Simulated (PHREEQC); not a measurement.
1 kg of water holding 0.15 mol/kgw CaCl2, 0.011 mol/kgw NaCl, 0.19 mol/kgw KCl, 0.31 mol/kgw MgCl2 and 0.029 mol/kgw SrCl2 is evaporated at 25 °C; the solids stay in contact with the brine. CO2 from the air is kept out. Solids allowed: Bischofite, Brucite, Carnallite, Halite, Portlandite, Sylvite, MgCl2_4H2O. Others were left out.

The series has 14 steps of water left (kg), from 1 to 0.0597.

The numbers come from PHREEQC with the Pitzer model, pitzer.dat.

Q: Which solids form, in which order, and at which step of the series does each first stand?

A: Sylvite from water left = 0.1407 kg, last present at water left = 0.08797 kg; Carnallite from water left = 0.08797 kg.
